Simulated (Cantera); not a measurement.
Charge: 1 mol BN, 9.9 mol F₂, 83 mol H₂, at 1700 K and 0.100 bar.

Equilibrium computed with Cantera from the NASA thermochemical tables; the gas is ideal and each condensed phase is pure. Candidate condensed phases: B, BN; 31 gas species. The tables' values for BF₂ are old estimates; treat these amounts as uncertain. Kinetics and transport are ignored.

Base state: H₂ 0.802, HF 0.181, BF₃ 0.0105, N₂ 0.00538, H 0.000417, BHF₂ 0.000112, BF₂ 0.000109 (mole fractions); condensed: gas only.

Question: What changes in the equilibrium state with this change: 0.18 mol O₂ added?

Answer: 
```tsv
species	before	after
H₂	0.802	0.796
HF	0.181	0.186
BF₃	0.0105	0.00789
BOF	0	0.00267
H₂O	0	0.00117
BHF₂	0.000112	8.13e-5
```
Further candidate phases: B₂O₃, B₃O₃H₃, H₂O.
